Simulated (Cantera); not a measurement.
Charge: 1 mol H2O, 3.2 mol O2, 0.35 mol H2, equilibrated at 1823.15 K.

Equilibrium computed with Cantera from the NASA thermochemical tables; the gas is ideal and each condensed phase is pure. Candidate condensed phases: H2O; 9 gas species. The ideal-gas law is rough above about 30 bar. Rates play no part.

x: gas mole fraction; nothing condenses.

```
P (Pa)     x O2  x H2O      x OH       x O
--------  -----  -----  --------  --------
10        0.673  0.292    0.0181    0.0124
84        0.683  0.300    0.0108   0.00431
710       0.687  0.304   0.00640   0.00149
6000      0.689  0.306         …         …
50000     0.690  0.307   0.00222  0.000178
420000    0.691  0.308   0.00131   6.13e-5
3600000   0.691  0.308         …         …
30000000  0.691  0.308  0.000450   7.25e-6
```

### Question
Complete the blanks.

### Answer

- 3600000, x OH: 0.000764
- 3600000, x O: 2.09e-5
- 6000, x OH: 0.00377
- 6000, x O: 0.000512
